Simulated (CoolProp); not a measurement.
Vapour-liquid equilibrium of carbon dioxide (1) + R142b (2) at 263.8 K; x and y are mole fractions of (1).

Values from CoolProp's multi-fluid Helmholtz-energy mixture model, Span 1996 and Lemmon 2006; pair parameters Bell 2016.

Task: Give the bubble pressure and the first vapour's composition at x = 0.65, 0.8, 0.95. Is there an azeotrope?

Result: x = 0.65: 1.701 MPa, y = 0.966; x = 0.8: 2.090 MPa, y = 0.981; x = 0.95: 2.530 MPa, y = 0.995. No azeotrope shows between x = 0.05 and 0.95.

The pair parameters rest on a limited set of measurements; away from them the model extrapolates.
